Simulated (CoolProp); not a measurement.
The fluid at 298.15 K and 5.56 MPa flows at 1.9 m/s in a round tube of 6 mm bore and 0.25 µm roughness, fully developed (64/Re and Nu = 3.66 if laminar; Colebrook and Gnielinski if turbulent). The same conditions are run with several fluids, on thermodynamics alone (safety and materials aside).

Values from CoolProp's reference Helmholtz-energy equation of state of each fluid (methanol: de Reuck 1993; propane: Lemmon 2009; sulfur hexafluoride: Guder 2009; water: Wagner 2002; c-C4F8 (RC318): Platzer 1990). The equations of Platzer and Polt are older, rougher fits.

```json
[
 {"fluid": "methanol", "Reynolds number": "16100", "Darcy friction factor": "0.0274", "pressure drop (Pa/m)": "6530", "heat-transfer coefficient (W/(m² K))": "4100", "mass flow (kg/h)": "153"},
 {"fluid": "propane", "Reynolds number": "54300", "Darcy friction factor": "0.0207", "pressure drop (Pa/m)": "3140", "heat-transfer coefficient (W/(m² K))": "3880", "mass flow (kg/h)": "97.7"},
 {"fluid": "sulfur hexafluoride", "Reynolds number": "115000", "Darcy friction factor": "0.0177", "pressure drop (Pa/m)": "7680", "heat-transfer coefficient (W/(m² K))": "4240", "mass flow (kg/h)": "279"},
 {"fluid": "water", "Reynolds number": "12800", "Darcy friction factor": "0.0290", "pressure drop (Pa/m)": "8730", "heat-transfer coefficient (W/(m² K))": "9510", "mass flow (kg/h)": "193"},
 {"fluid": "c-C4F8 (RC318)", "Reynolds number": "42300", "Darcy friction factor": "0.0218", "pressure drop (Pa/m)": "10100", "heat-transfer coefficient (W/(m² K))": "3170", "mass flow (kg/h)": "296"}
]
```

Transport values come from each fluid's own correlations; those of c-C4F8 (RC318) are estimates that may be off by 10 % or more.
